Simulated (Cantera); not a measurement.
An adiabatic, constant-pressure homogeneous reactor starts with H2 : O2 : N2 : NO = 1 : 0.25 : 0.94 : 0.0042 (molar parts), at 1400 K and 0.207 atm. Integrator tolerance rtol = 1e-08.

Detailed kinetics in Cantera: GRI-Mech 3.0 (53 species, 325 reactions).

What does this change do: initial temperature 1400 to 1375 K?


| quantity | before | after |
|---|---|---|
| time of steepest temperature rise | 95.2 µs | 0.105 ms |
| temperature at 3.00 s | 2637 K | 2629 K |
| equilibrium temperature | 2637 K | 2629 K |
| x(H2) at 3.00 s | 0.233 (gas-phase equilibrium 0.233) | 0.234 (gas-phase equilibrium 0.234) |
| x(O2) at 3.00 s | 0.000617 (gas-phase equilibrium 0.000617) | 0.000575 (gas-phase equilibrium 0.000575) |
| x(NO) at 3.00 s | 0.00121 (gas-phase equilibrium 0.00121) | 0.00116 (gas-phase equilibrium 0.00116) |
| x(OH) at 3.00 s | 0.0115 (gas-phase equilibrium 0.0115) | 0.0111 (gas-phase equilibrium 0.0111) |
| x(N2O) at 3.00 s | 2.39e-8 (gas-phase equilibrium 2.39e-8) | 2.28e-8 (gas-phase equilibrium 2.28e-8) |
| x(H) at 3.00 s | 0.0473 (gas-phase equilibrium 0.0473) | 0.0458 (gas-phase equilibrium 0.0458) |
| x(HO2) at 3.00 s | 2.63e-7 (gas-phase equilibrium 2.63e-7) | 2.45e-7 (gas-phase equilibrium 2.45e-7) |
The mechanism lacks 2 NO + O2 → 2 NO2 and HONO, so NO2 and the effect of NO are under-described below about 1400 K.

What does this change do: pressure from 0.207 atm to 1.00 atm?


```json
[
 {"quantity": "time of steepest temperature rise", "before": "95.2 µs", "after": "20.1 µs"},
 {"quantity": "temperature at 3.00 s", "before": "2637 K", "after": "2750 K"},
 {"quantity": "equilibrium temperature", "before": "2637 K", "after": "2750 K"},
 {"quantity": "x(H2) at 3.00 s", "before": "0.233 (gas-phase equilibrium 0.233)", "after": "0.240 (gas-phase equilibrium 0.240)"},
 {"quantity": "x(O2) at 3.00 s", "before": "0.000617 (gas-phase equilibrium 0.000617)", "after": "0.000326 (gas-phase equilibrium 0.000326)"},
 {"quantity": "x(NO) at 3.00 s", "before": "0.00121 (gas-phase equilibrium 0.00121)", "after": "0.00105 (gas-phase equilibrium 0.00105)"},
 {"quantity": "x(OH) at 3.00 s", "before": "0.0115 (gas-phase equilibrium 0.0115)", "after": "0.00906 (gas-phase equilibrium 0.00906)"},
 {"quantity": "x(N2O) at 3.00 s", "before": "2.39e-8 (gas-phase equilibrium 2.39e-8)", "after": "4.58e-8 (gas-phase equilibrium 4.58e-8)"},
 {"quantity": "x(H) at 3.00 s", "before": "0.0473 (gas-phase equilibrium 0.0473)", "after": "0.0335 (gas-phase equilibrium 0.0335)"},
 {"quantity": "x(HO2) at 3.00 s", "before": "2.63e-7 (gas-phase equilibrium 2.63e-7)", "after": "3.15e-7 (gas-phase equilibrium 3.15e-7)"}
]
```
